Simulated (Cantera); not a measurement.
Thermodynamics of sublimation and decomposition of ceramics, feed SiC + C + H2

Input: 1 mol SiC, 0.037 mol C, 2.2 mol H2, equilibrated at 0.000310 bar.

Cantera equilibrium calculation (NASA polynomials, part measured and part estimated; ideal gas, pure solids and liquids). Candidate condensed phases: C, C6H6, C7H8, C8H18, Si, SiC; 87 gas species. Gases not in the tables: Si2H6 and higher silanes. Rates play no part.

From 1998 K to 2198 K the condensed part is C(graphite) + SiC(s). From 2248 K to 2498 K the condensed part is C(graphite). The main Si-bearing gas is Si throughout.

| T (K) | x H2 | x H | x Si | x SiC2 | x Si2C | n C(graphite) | n SiC(s) |
|---|---|---|---|---|---|---|---|
| 1998 | 0.905 | 0.0867 | 0.00747 | 0.000306 | 0.000203 | 0.0511 | 0.981 |
| 2048 | 0.863 | 0.118 | 0.0159 | 0.000818 | 0.000531 | 0.0703 | 0.957 |
| 2098 | 0.806 | 0.157 | 0.0326 | 0.00208 | 0.00132 | 0.111 | 0.906 |
| 2148 | 0.724 | 0.201 | 0.0647 | 0.00508 | 0.00316 | 0.199 | 0.795 |
| 2198 | 0.607 | 0.246 | 0.124 | 0.0119 | 0.00725 | 0.391 | 0.543 |
| 2248 | 0.458 | 0.282 | 0.218 | 0.0250 | 0.0141 | 0.790 | 0 |
| 2298 | 0.401 | 0.344 | 0.213 | 0.0293 | 0.00872 | 0.765 | 0 |
| 2348 | 0.343 | 0.411 | 0.205 | 0.0333 | 0.00530 | 0.732 | 0 |
| 2398 | 0.285 | 0.477 | 0.195 | 0.0371 | 0.00319 | 0.690 | 0 |
| 2448 | 0.229 | 0.541 | 0.183 | 0.0407 | 0.00192 | 0.640 | 0 |
| 2498 | 0.179 | 0.599 | 0.172 | 0.0442 | 0.00116 | 0.579 | 0 |
x: gas mole fraction; n: condensed amount in mol.
